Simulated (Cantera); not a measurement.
Standard-state values (1 bar) from the NASA 1993 polynomials, evaluated with Cantera. Values are per mole of reaction as written; species without (g) are pure solids or liquids, kept so even where they would boil at 1 bar.

2 P₂(g) + 5 O₂(g) ⇌ P₄O₁₀(g)

| T (K) | ΔH° (kJ) | ΔS° (J/K) | ΔG° (kJ) | log10 K |
|---|---|---|---|---|
| 300 | -3191.5 | -1058.2 | -2874.0 | 500.40 |
| 700 | -3182.0 | -1042.1 | -2452.5 | 183.00 |
| 850 | -3174.2 | -1032.1 | -2296.9 | 141.15 |
| 1000 | (withheld) | (withheld) | (withheld) | (withheld) |
| 1150 | -3156.7 | -1014.4 | -1990.0 | 90.39 |
| 1300 | -3147.4 | -1006.9 | -1838.5 | 73.87 |
| 1450 | -3138.1 | -1000.1 | -1687.9 | 60.80 |
| 1600 | -3128.6 | -993.9 | -1538.4 | 50.22 |
| 1750 | -3119.2 | -988.3 | -1389.7 | 41.48 |
| 1900 | -3109.8 | -983.1 | -1241.9 | 34.14 |
| 2050 | -3100.6 | -978.4 | -1094.8 | 27.89 |
| 2200 | (withheld) | (withheld) | (withheld) | (withheld) |

### Question
Fill in the missing entries.

### Answer

- 1000, ΔH° (kJ): -3165.6
- 1000, ΔS° (J/K): -1022.8
- 1000, ΔG° (kJ): -2142.8
- 1000, log10 K: 111.93
- 2200, ΔH° (kJ): -3091.5
- 2200, ΔS° (J/K): -974.2
- 2200, ΔG° (kJ): -948.3
- 2200, log10 K: 22.52
